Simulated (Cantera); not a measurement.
## Ammonia decomposition in nitride growth gas

An isothermal, constant-pressure homogeneous reactor starts with 80.0 % NH3, 20.0 % H2, at 2225 K and 135 Torr.

Cantera simulation using the gas-phase N/H chemistry of the illustrative SiF4/NH3 mechanism in the Surface Chemkin manual (1991); the numbers are that mechanism's predictions, not measurements. Walls and surfaces, which speed up NH3 decomposition in real reactors, are not modelled.

```csv
t (s),x NH3,x H2,x N2,x H,x NH,x N
1.00e-5,0.800,0.200,3.73e-9,2.26e-5,3.67e-7,1.08e-9
3.39e-5,0.799,0.200,1.58e-6,7.05e-5,5.31e-6,7.29e-8
0.000115,0.795,0.202,0.000247,0.000196,3.81e-5,1.36e-6
0.000389,0.782,0.211,0.00367,0.000264,5.93e-5,2.63e-6
0.00132,0.738,0.243,0.0160,0.000306,5.99e-5,2.85e-6
0.00447,0.612,0.334,0.0512,0.000437,5.97e-5,3.34e-6
0.0152,0.350,0.523,0.124,0.000799,5.36e-5,4.04e-6
0.0514,0.0765,0.721,0.201,0.00180,3.45e-5,4.65e-6
0.174,0.000216,0.767,0.221,0.0114,3.59e-6,2.97e-6
0.590,7.60e-6,0.766,0.221,0.0134,1.76e-7,1.72e-7
2.00,1.86e-6,0.766,0.221,0.0134,4.30e-8,4.20e-8
```
x: mole fraction; the columns are a selection and need not sum to one.

Equilibrium at this temperature and pressure: NH3 8.15e-7, H2 0.766, N2 0.221, H 0.0134, NH 1.89e-8, N 1.85e-8 (gas phase only).
